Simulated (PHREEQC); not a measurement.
A column of 0.2 m (30 cells, dispersivity 0.007 m, 300 s a shift, diffusion coefficient 3e-10 m²/s) holds 0.06 eq of the database's cation exchanger X per kg of pore water, first in equilibrium with 0.072 mol NaCl and 1e-05 mol HCl per kg of water. It is flushed with 0.0014 mol/kgw CdCl2, 0.025 mol/kgw CaCl2, 0.00039 mol/kgw BaCl2 and 1e-05 mol/kgw HCl, at 25 °C. Values are for the last cell. No CO2 enters from the air. Precipitation was switched off in this run.

Base run: PHREEQC, ion-association model, phreeqc.dat. Each further column changes one thing. The table gives Na in solution (mol/kgw).

| pore volumes | base | exchange capacity from 0.06 to 0.03 eq/kgw | dispersivity from 0.007 to 0.014 m |
|---|---|---|---|
| 0 | 0.0720 | 0.0720 | 0.0720 |
| 0.35 | 0.0720 | 0.0720 | 0.0720 |
| 0.85 | 0.0662 | 0.0662 | 0.0647 |
| 1.35 | 0.0555 | 0.0551 | 0.0565 |
| 1.683 | 0.0539 | 0.00985 | (withheld) |
| 2.017 | 0.0415 | 0.00141 | (withheld) |
| 2.517 | 0.00147 | 7.25e-5 | 0.00449 |
| 3.017 | 7.36e-5 | 3.48e-6 | 0.000820 |
| 3.35 | 1.04e-5 | 4.47e-7 | 0.000271 |
| 3.683 | 1.50e-6 | 5.66e-8 | 9.07e-5 |
| 4.183 | 8.27e-8 | 2.50e-9 | 1.78e-5 |
| 4.683 | 4.60e-9 | (withheld) | 3.50e-6 |
| 5.017 | 6.71e-10 | 1.34e-11 | 1.19e-6 |

Complete the blanks.


- 1.683, dispersivity from 0.007 to 0.014 m: 0.0545
- 2.017, dispersivity from 0.007 to 0.014 m: 0.0290
- 4.683, exchange capacity from 0.06 to 0.03 eq/kgw: 1.09e-10
